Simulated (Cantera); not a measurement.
## Stirred combustor or abatement burner

A perfectly stirred reactor is fed with CH4 : O2 : N2 : CO2 = 1 : 1.67 : 6.27 : 1.2 (molar parts), equivalence ratio 1.2, at 0.380 bar; it is adiabatic with a 448 K inlet, and is followed from long to short residence time, starting on the burning branch (τ in s: 0.22, 0.076, 0.026, 0.0091, 0.0031, 0.0011, 0.00037, 0.00013, 4.5e-05, 1.5e-05).

Computed with Cantera and GRI-Mech 3.0 (53 species, 325 reactions).

| τ (s) | T (K) | x CH4 | x O2 | x CO2 | x HCO | x C2H6 | x H2O2 | x OH |
|---|---|---|---|---|---|---|---|---|
| 0.22 | 1945 | 8.98e-6 | 0.000941 | 0.158 | 6.01e-8 | 7.16e-11 | 1.89e-8 | 0.00175 |
| 0.076 | 1923 | 1.62e-5 | 0.00183 | 0.156 | 1.51e-7 | 1.78e-10 | 3.25e-8 | 0.00242 |
| 0.026 | 1891 | 3.22e-5 | 0.00326 | 0.154 | 3.90e-7 | 5.05e-10 | 5.34e-8 | 0.00318 |
| 0.0091 | 1849 | 6.90e-5 | 0.00520 | 0.151 | 1.01e-6 | 1.72e-9 | 8.32e-8 | 0.00386 |
| 0.0031 | 1799 | 0.000168 | 0.00768 | 0.147 | 2.71e-6 | 8.17e-9 | 1.23e-7 | 0.00430 |
| 0.0011 | 1749 | 0.000463 | 0.0110 | 0.143 | 7.31e-6 | 5.80e-8 | 1.64e-7 | 0.00422 |
| 0.00037 | 448 | 0.0986 | 0.165 | 0.118 | <1e-12 | <1e-12 | <1e-12 | <1e-12 |
| 0.00013 | 448 | 0.0986 | 0.165 | 0.118 | <1e-12 | <1e-12 | <1e-12 | <1e-12 |
| 4.5e-5 | 448 | 0.0986 | 0.165 | 0.118 | <1e-12 | <1e-12 | <1e-12 | <1e-12 |
| 1.5e-5 | 448 | 0.0986 | 0.165 | 0.118 | <1e-12 | <1e-12 | <1e-12 | <1e-12 |
x: mole fraction; the columns are a selection and need not sum to one.
